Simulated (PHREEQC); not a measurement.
A made-up water analysis in mg/L, 15 °C, pH 6.4, pe 11.8: Na 1020; K 10.3; Ca 623; Mg 111; Cl 2860; S(6) as SO4 246; Alkalinity as HCO3 11.3; Si as SiO2 90.1; O(0) (dissolved oxygen) 1.03.

Valence states are taken as typed.

Computed with PHREEQC (ion-association model, phreeqc.dat).

```json
{
 "ionic_strength": "0.105 mol/kgw",
 "specific_conductance": "6860 µS/cm",
 "density": "1.003 g/cm³",
 "charge_balance_error": "-0.7 %"
}
```

| species | molality | activity | log γ |
|---|---|---|---|
| Cl- | 0.0811 | 0.0621 | -0.116 |
| Na+ | 0.0445 | 0.0349 | -0.105 |
| Ca+2 | 0.0150 | 0.00587 | -0.408 |
| Mg+2 | 0.00439 | 0.00179 | -0.390 |
| SO4-2 | 0.00167 | 0.000619 | -0.430 |
| H4SiO4 | 0.00151 | 0.00154 | 0.011 |
| CaSO4 | 0.000584 | 0.000598 | 0.011 |
| K+ | 0.000264 | 0.000201 | -0.117 |
| MgSO4 | 0.000194 | 0.000199 | 0.011 |
| HCO3- | 0.000169 | 0.000133 | -0.103 |
| CO2 | 0.000136 | 0.000140 | 0.011 |
| NaSO4- | 0.000129 | 0.000102 | -0.103 |

No solid was allowed to form. Examples of supersaturated solids here: Quartz (slow to form), Chalcedony (slow to form). Others may be too.
